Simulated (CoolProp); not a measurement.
Vapour-liquid equilibrium of propylene (1) + R142b (2) at 252.7 K; x and y are mole fractions of (1).

Values from CoolProp's multi-fluid Helmholtz-energy mixture model, Lemmon 2013 and Lemmon 2006; pair parameters Bell 2016.

Question: Give the bubble pressure and the first vapour's composition at x = 0.05, 0.5, 0.95. Is there an azeotrope?

Answer: x = 0.05: 0.07701 MPa, y = 0.224; x = 0.5: 0.1961 MPa, y = 0.822; x = 0.95: 0.2901 MPa, y = 0.983. No azeotrope shows between x = 0.05 and 0.95.

The pair parameters rest on a limited set of measurements; away from them the model extrapolates.
